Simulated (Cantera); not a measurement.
# Low-pressure radical oxidation in H2/O2

A perfectly stirred reactor is fed with H₂ : O₂ = 0.28 : 1 (molar parts), equivalence ratio 0.14, at 0.0263 atm; it is held at 1148 K, and followed from long to short residence time.

Computed with Cantera and the H2/O2 subset of GRI-Mech 3.0, which has no nitrogen chemistry. Radical loss at walls, strong at low pressure, is not modelled. The temperature is held fixed by assumption; the heat of reaction is taken as removed at once.

```csv
τ (s),x H₂,x O₂,x O,x HO₂,x H₂O₂,x H,x OH
17,8.03e-5,0.754,0.000146,2.03e-6,2.45e-7,7.65e-6,0.000440
4.8,0.000183,0.754,0.000342,3.92e-6,3.71e-7,2.73e-5,0.000672
1.4,0.000403,0.753,0.000779,6.84e-6,5.31e-7,9.38e-5,0.00102
0.39,0.000901,0.752,0.00181,1.10e-5,7.23e-7,0.000336,0.00157
0.11,0.00196,0.750,0.00408,1.57e-5,9.13e-7,0.00117,0.00243
0.031,0.00417,0.744,0.00892,1.99e-5,1.06e-6,0.00401,0.00378
0.0090,0.00853,0.733,0.0181,2.25e-5,1.12e-6,0.0125,0.00571
0.0026,0.0170,0.715,0.0319,2.24e-5,1.06e-6,0.0326,0.00812
```
x: mole fraction; the columns are a selection and need not sum to one.
